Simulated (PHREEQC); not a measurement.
Dissolve 0.0019 mol H2SO4, 0.095 mol Al2(SO4)3 and 4.6e-05 mol Fe2(SO4)3 per kg of water at 34 °C. Closed to the air; pH follows from the charge balance.

The numbers come from PHREEQC with the ion-association model, wateq4f.dat.

Q: The ionic strength comes out as 0.267 mol/kgw. What activity coefficients do FeOH+2, AlSO4+, Al+3, H+, Fe+3 get?

A: FeOH+2 0.26, AlSO4+ 0.71, Al+3 0.11, H+ 0.78, Fe+3 0.11.

No solid was allowed to form. Examples of supersaturated solids here: Hematite (slow to form), Goethite (slow to form). Others may be too.
